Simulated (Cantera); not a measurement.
A Cantera script and its output.

```python
import numpy as np
import cantera as ct

surf = ct.Interface("diamond.yaml", "diamond_100")
gas, bulk = surf.adjacent["gas"], surf.adjacent["diamond"]
k = surf.kinetics_species_index(bulk.species_names[0])
cover = ["c6HH", "c6H*", "c6*H", "c6**", "c6HM", "c6B"]

rows, drift = [], 0.0
print(f"{'xH':>10s}{'um/h':>11s}" + "".join(f"{s:>11s}" for s in cover))
for v in [0.0001, 0.0002, 0.0004, 0.00081, 0.0016, 0.0033, 0.0065, 0.013, 0.026]:
    T, P, xH, xCH3 = 950, 12000, v, 4.7e-05
    gas.TPX = T, P, {"H": xH, "CH3": xCH3, "CH4": 0.0023, "H2": 1 - xH - xCH3 - 0.0023}
    surf.TP = bulk.TP = T, P
    surf.coverages = "c6H*:0.1, c6HH:0.9"
    surf.advance_coverages(100.0)
    before = surf.coverages
    surf.advance_coverages(100.0)
    drift = max(drift, np.max(np.abs(surf.coverages - before) / (surf.coverages + 1e-9)))
    rate = surf.net_production_rates[k] * bulk.mean_molecular_weight / bulk.density * 3.6e9
    rows.append([rate, *surf[cover].coverages])
    print(f"{v:10.4g}{rate:11.4e}" + "".join(f"{x:11.3e}" for x in rows[-1][1:]))
```

It prints:

```
        xH       um/h       c6HH       c6H*       c6*H       c6**       c6HM        c6B
    0.0001 1.2519e+00  5.172e-01  1.043e-02  2.477e-01  3.074e-03  1.700e-01  3.397e-09
    0.0002 1.6336e+00  5.600e-01  1.177e-02  2.795e-01  4.290e-03  1.108e-01  4.433e-09
    0.0004 1.9275e+00  5.938e-01  1.277e-02  3.030e-01  5.273e-03  6.531e-02  5.230e-09
   0.00081 2.1213e+00  6.163e-01  1.341e-02  3.181e-01  5.940e-03  3.548e-02  5.756e-09
    0.0016 2.2297e+00  6.289e-01  1.378e-02  3.264e-01  6.319e-03  1.887e-02  6.051e-09
    0.0033 2.2921e+00  6.361e-01  1.402e-02  3.311e-01  6.541e-03  9.405e-03  6.220e-09
    0.0065 2.3229e+00  6.396e-01  1.419e-02  3.333e-01  6.655e-03  4.838e-03  6.303e-09
     0.013 2.3406e+00  6.414e-01  1.440e-02  3.343e-01  6.729e-03  2.437e-03  6.351e-09
     0.026 2.3528e+00  6.423e-01  1.473e-02  3.346e-01  6.795e-03  1.224e-03  6.385e-09
```

Detailed kinetics in Cantera: the Harris–Goodwin 1993 mechanism for the reconstructed diamond (100) surface.
